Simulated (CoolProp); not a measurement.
The fluid at 332.84 K and 23 MPa flows at 4.4 m/s in a round tube of 12.7 mm bore and 0.25 µm roughness, fully developed (64/Re and Nu = 3.66 if laminar; Colebrook and Gnielinski if turbulent). The same conditions are run with several fluids, on thermodynamics alone (safety and materials aside).

Values from CoolProp's reference Helmholtz-energy equation of state of each fluid (CH2F2 (R32): Tillner-Roth 1997; benzene: Thol 2012; R152A: Outcalt 1996; o-xylene: Zhou 2012; n-octane: Beckmüller 2019).

Q: Rank CH2F2 (R32), benzene, R152A, o-xylene, n-octane by Reynolds number, highest first.

A: CH2F2 (R32) (482000), R152A (312000), benzene (101000), n-octane (87500), o-xylene (79700)

| fluid | Darcy friction factor | pressure drop (Pa/m) | heat-transfer coefficient (W/(m² K)) | mass flow (kg/h) |
|---|---|---|---|---|
| CH2F2 (R32) | 0.0135 | 9790 | 10600 | 1910 |
| benzene | 0.0181 | 11800 | 6280 | 1720 |
| R152A | 0.0146 | 9940 | 8250 | 1800 |
| o-xylene | 0.0190 | 12500 | 5540 | 1730 |
| n-octane | 0.0186 | 9820 | 5650 | 1390 |

Transport values come from each fluid's own correlations; those of CH2F2 (R32), R152A are estimates that may be off by 10 % or more.
